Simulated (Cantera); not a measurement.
Mixture: CO : H2 : CH4 : O2 : N2 = 1 : 0.44 : 1.4 : 3.2 : 12 (molar parts), equivalence ratio 1.1, at 1.01 bar, adiabatic and at constant pressure. Ignition delay is the time to a rise of 400 K.

Detailed kinetics in Cantera: GRI-Mech 3.0 (53 species, 325 reactions). Below about 1000 K GRI-Mech 3.0 lacks low-temperature oxidation paths. Below about 950 K walls govern HO2 and H2O2 in real vessels.

Task: What does this change do: constant volume in place of constant pressure?

Result: 
| quantity | before | after |
|---|---|---|
| delay at 850 K | 1.03 s | 0.887 s |
| delay at 950 K | 61.3 ms | 54.4 ms |
| delay at 1050 K | 19.9 ms | 18.1 ms |
| delay at 1150 K | 7.50 ms | 6.86 ms |
| delay at 1250 K | 2.87 ms | 2.63 ms |
| apparent activation energy between 1150 and 1250 K | 110 kJ/mol | 110 kJ/mol |
